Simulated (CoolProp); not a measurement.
Vapour-liquid equilibrium of propane (1) + R236EA (2) at 280.3 K; x and y are mole fractions of (1).

Model: multi-fluid Helmholtz-energy mixture model, Lemmon 2009 and Rui 2013; pair parameters Bell 2016, in CoolProp.

```json
[
 {"x": "0.05", "bubble pressure (MPa)": "0.1994", "y at the bubble point": "0.479", "dew pressure at overall composition x (MPa)": "0.1110", "liquid density (mol/L)": "9.802"},
 {"x": "0.2", "bubble pressure (MPa)": "0.3886", "y at the bubble point": "0.750", "dew pressure at overall composition x (MPa)": "0.1315", "liquid density (mol/L)": "9.976"},
 {"x": "0.35", "bubble pressure (MPa)": "0.4759", "y at the bubble point": "0.808", "dew pressure at overall composition x (MPa)": "0.1611", "liquid density (mol/L)": "10.16"},
 {"x": "0.5", "bubble pressure (MPa)": "0.5142", "y at the bubble point": "0.833", "dew pressure at overall composition x (MPa)": "0.2074", "liquid density (mol/L)": "10.38"},
 {"x": "0.65", "bubble pressure (MPa)": "0.5383", "y at the bubble point": "0.852", "dew pressure at overall composition x (MPa)": "0.2896", "liquid density (mol/L)": "10.67"},
 {"x": "0.8", "bubble pressure (MPa)": "0.5627", "y at the bubble point": "0.885", "dew pressure at overall composition x (MPa)": "0.4625", "liquid density (mol/L)": "11.05"},
 {"x": "0.95", "bubble pressure (MPa)": "0.5843", "y at the bubble point": "0.957", "dew pressure at overall composition x (MPa)": "0.5833", "liquid density (mol/L)": "11.56"}
]
```

No azeotrope shows between x = 0.05 and 0.95.

The pair parameters rest on a limited set of measurements; away from them the model extrapolates. With so large a gap from Raoult's law the liquid may split in two, which this calculation doesn't test in full.
